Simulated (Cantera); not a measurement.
## CaCO3 + CO2 + H2O (calcination and drying)

A closed system holds: 1 mol CaCO3, 3.1 mol CO2, 0.079 mol H2O, held at 1523.15 K and 3.30 bar.

Equilibrium computed with Cantera from the NASA thermochemical tables; the gas is ideal and each condensed phase is pure. Candidate condensed phases: C, C6H6, C7H8, C8H18, Ca, CaCO3, CaO, Ca(OH)2, H2O; 115 gas species. Equilibrium is a limit: real reactors are often held back by kinetics, nucleation or transport.

| Quantity | Value |
|---|---|
| x(CO2) | 0.981 |
| x(H2O) | 0.0189 |
| x(CO) | 0.000303 |
| x(O2) | 0.000151 |
| x(OH) | 5.04e-6 |
| x(H2) | 2.17e-6 |
| n(CaO(s)) | 1.00 mol |
| gas amount | 4.180 mol |
| log10 activity of C(graphite) (absent) | -9.78 |
| log10 activity of Ca(l) (absent) | -14.57 |
